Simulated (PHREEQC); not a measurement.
Consider water at 30 °C with 0.022 mol/kgw NaBF4, 0.007 mol/kgw Na3PO4 and 9.3e-06 mol/kgw H4SiO4. Closed to the air; pH follows from the charge balance.

The numbers come from PHREEQC with the ion-association model, phreeqc.dat.

This is a speciation only: nothing precipitates in the calculation.

Q: Estimate the pH, ionic strength.

A: pH 4.06; ionic strength 0.0428 mol/kgw.

Q: In which forms is P present?

A: H2PO4- 99 %, H3PO4 1.1 % of the P.

SiF6-2 is the database's only silicon fluoride. Real BF4- forms and hydrolyses slowly; the run takes it at equilibrium.
